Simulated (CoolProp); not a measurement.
A Linde-Hampson liquefier for CF4 (R14): isothermal reversible compression at 320 K from 1 atm to 25 MPa, throttling to 1 atm, return gas leaving the recuperator 0 K below the feed. Each further row changes one setting.

The numbers come from the reference Helmholtz-energy equation of state, Platzer 1990 in CoolProp. This equation is an older, rougher fit; its heat capacities, sound speeds and derivatives of the liquid may be far off and weren't checked against measurements.

| case | liquid yield per pass | compression work (kJ/kg of gas) |
|---|---|---|
| as stated | 0.242 | 154 |
| high pressure 50 MPa | 0.250 | 178 |
| warm-end temperature 350 K | 0.188 | 173 |
| warm-end gap 5 K | 0.230 | 154 |
